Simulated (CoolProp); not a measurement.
Vapour-liquid equilibrium of CH2F2 (R32) (1) + dimethyl ether (2) at 223.4 K; x and y are mole fractions of (1).

The numbers come from the multi-fluid Helmholtz-energy mixture model, Tillner-Roth 1997 and Wu 2011; pair parameters Bell 2016 in CoolProp.

| x | bubble pressure (MPa) | y at the bubble point | dew pressure at overall composition x (MPa) | liquid density (mol/L) |
|---|---|---|---|---|
| 0.05 | 0.03328 | 0.152 | 0.03074 | 16.93 |
| 0.125 | 0.03919 | 0.337 | 0.03256 | 17.30 |
| 0.2 | 0.04552 | 0.479 | 0.03461 | 17.69 |
| 0.275 | 0.05209 | 0.588 | 0.03697 | 18.10 |
| 0.35 | 0.05877 | 0.673 | 0.03969 | 18.52 |
| 0.425 | 0.06541 | 0.740 | 0.04288 | 18.96 |
| 0.5 | 0.07193 | 0.793 | 0.04666 | 19.42 |
| 0.575 | 0.07827 | 0.837 | 0.05121 | 19.91 |
| 0.65 | 0.08441 | 0.874 | 0.05680 | 20.41 |
| 0.725 | 0.09036 | 0.905 | 0.06382 | 20.95 |
| 0.8 | 0.09616 | 0.933 | 0.07284 | 21.52 |
| 0.875 | 0.1019 | 0.959 | 0.08463 | 22.12 |
| 0.95 | 0.1076 | 0.984 | 0.09983 | 22.76 |

No azeotrope shows between x = 0.05 and 0.95.

Pair parameters are fitted to limited data, so mixtures are less certain than the pure fluids. The gap from Raoult's law changes sign with composition, which may be real or a fault of the pair parameters; it wasn't checked against measurements.
